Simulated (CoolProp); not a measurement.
Sulfur hexafluoride along the isotherm 4.75 °C: density (kg/m³) from the reference equation and from simpler models built on Tc = 45.6 °C, pc = 3755 kPa, ω = 0.210; each cubic takes its own stable root.

Model: reference Helmholtz-energy equation of state, Guder 2009, in CoolProp.

| p (kPa) | phase | reference |
|---|---|---|
| 782 | gas | 56.27 |
| 1560 | liquid | 1526 |
| 2350 | liquid | 1540 |
| 3130 | liquid | 1552 |
| 3910 | liquid | 1563 |
| 4690 | liquid | 1574 |
| 5480 | liquid | 1584 |
| 6260 | liquid | 1594 |
| 7040 | liquid | 1602 |
| 7820 | liquid | 1611 |
| 8610 | liquid | 1619 |
| 9390 | liquid | 1626 |

Task: How far does each simpler model (van der Waals, Redlich-Kwong, Soave-Redlich-Kwong) lie from the reference over these 12 states: mean and median of the absolute difference, and the worst?

Result: 
- van der Waals: mean 35.1 %, median 32.2 %, worst -91.8 % at 4.75 °C and 1560 kPa
- Redlich-Kwong: mean 15.2 %, median 8.7 %, worst -91.2 % at 4.75 °C and 1560 kPa
- Soave-Redlich-Kwong: mean 6.1 %, median 6.2 %, worst -9.5 % at 4.75 °C and 1560 kPa

At some of these states van der Waals, Redlich-Kwong gives the other phase, because its saturation line lies elsewhere.
